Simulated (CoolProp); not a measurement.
Ammonia along the isobar 13.1 MPa: density (kg/m³) from the reference equation and from simpler models built on Tc = 405.6 K, pc = 11.36 MPa, ω = 0.256; each cubic takes its own stable root.

Computed with CoolProp (reference Helmholtz-energy equation of state, Gao 2020).

```csv
T (K),phase,reference,Redlich-Kwong,Peng-Robinson
222.7,liquid,707.8,546.2,628.8
249.3,liquid,676.7,522.0,605.0
275.9,liquid,643.6,495.0,577.4
302.4,liquid,607.8,464.7,544.9
329,liquid,567.6,429.7,505.5
355.6,liquid,520.5,388.1,456.0
382.2,liquid,459.2,334.3,388.4
408.7,supercritical,336.5,242.8,261.6
435.3,supercritical,108.3,107.2,106.6
461.9,supercritical,84.08,84.60,83.85
488.5,supercritical,71.92,72.88,71.96
```
